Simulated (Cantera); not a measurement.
Cantera run:

```python
import numpy as np
import cantera as ct

gas_names = """
    CL CL2 H HCL H2 N NH NH2 NH3 N2 N2H2 N2H4 Si SiCL SiCL2 SiCL3 SiCL4 SiH SiHCL3 SiH2 SiH2CL2 SiH3
    SiH3CL SiH4 SiN Si2 Si2N Si3
""".split()
cond_names = """
    NH4CL(a) NH4CL(b) Si(cr) Si(L) Si3N4(a)
""".split()


# ... load() reads the species with a 1 bar reference pressure and builds the phases ...
atoms = {
    'SiHCl3': {'Si': 1, 'H': 1, 'CL': 3},
    'N2': {'N': 2},
}
top_T = {'Si3N4(a)': 2400}  # K; cautious upper limits of use, not melting points


# ... equilibrate(T, P, feed) seeds the gas with the atoms and calls Mixture.equilibrate('TP', solver="vcs", rtol=1e-11, max_steps=5000) ...
results = []
feed = {'SiHCl3': 1, 'N2': 1.5}  # mol
T = 2098  # K
P = 63  # Pa
mix = equilibrate(T, P, feed)
results.append((T, P, feed, dict(zip(mix.species_names, mix.species_moles))))
print(gas.report(threshold=0.001))
for i in range(1, mix.n_phases):
    print(f"{mix.phase(i).name:16s} {mix.phase_moles(i):12.5e} mol")
```

It prints:

```
       temperature   2098 K
          pressure   63 Pa
           density   0.00016777 kg/m^3
  mean mol. weight   46.454 kg/kmol
   phase of matter   gas

                          1 kg             1 kmol
                     ---------------   ---------------
          enthalpy        7.5476e+05        3.5062e+07  J
   internal energy        3.7926e+05        1.7618e+07  J
           entropy            7552.4        3.5084e+05  J/K
    Gibbs function        -1.509e+07         -7.01e+08  J
 heat capacity c_p             842.9             39156  J/K
 heat capacity c_v            663.91             30841  J/K

                      mass frac. Y      mole frac. X     chem. pot. / RT
                     ---------------   ---------------   ---------------
                CL          0.083248           0.10909           -25.441
                 H        0.00042226           0.01946           -15.342
               HCL           0.15059           0.19188           -40.783
                H2         0.0010933          0.025194           -30.685
                N2           0.23677           0.39262           -35.408
                Si         0.0094304          0.015598           -8.7437
              SiCL          0.012266         0.0089684           -34.184
             SiCL2           0.50262           0.23588           -59.625
             SiCL3         0.0034279         0.0011845           -85.066
     [  +19 minor]        0.00012664        0.00011853

Si(L)             0.00000e+00 mol
Si3N4(a)          0.00000e+00 mol
```

Method: chemical equilibrium by Gibbs-energy minimisation in Cantera with the NASA 1993 tables (ideal gas, pure condensed phases). The tables' values for SiCl, SiCl3, SiN are old estimates; treat these amounts as uncertain.
